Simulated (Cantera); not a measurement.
Charge: 1 mol Fe2O3, 2.1 mol SO3, 0.078 mol O2, held at 623 Torr.

Equilibrium computed with Cantera from the NASA thermochemical tables; the gas is ideal and each condensed phase is pure. Candidate condensed phases: Fe, FeO, FeS, FeSO4, FeS2, Fe2O3, Fe2(SO4)3, Fe3O4, S; 12 gas species. The numbers say what is thermodynamically allowed, not how fast it happens.

Which condensed phases are stable at each of these points (T (K)): 1075, 1125, 1175, 1225, 1275, 1325, 1375, 1425, 1475, 1525, 1575, 1625, 1675, 1725?


| T (K) | condensed phases | Fe condensed (%) |
|---|---|---|
| 1075 | Fe2O3(s) | 100.0 |
| 1125 | Fe2O3(s) | 100.0 |
| 1175 | Fe2O3(s) | 100.0 |
| 1225 | Fe2O3(s) | 100.0 |
| 1275 | Fe2O3(s) | 100.0 |
| 1325 | Fe2O3(s) | 100.0 |
| 1375 | Fe2O3(s) | 100.0 |
| 1425 | Fe2O3(s) | 100.0 |
| 1475 | Fe2O3(s) | 100.0 |
| 1525 | Fe2O3(s) | 100.0 |
| 1575 | Fe2O3(s) | 100.0 |
| 1625 | Fe2O3(s) | 100.0 |
| 1675 | Fe2O3(s) | 100.0 |
| 1725 | Fe3O4(s) | 100.0 |

From 1075 K to 1675 K the condensed part is Fe2O3(s). At 1725 K the condensed part is Fe3O4(s).
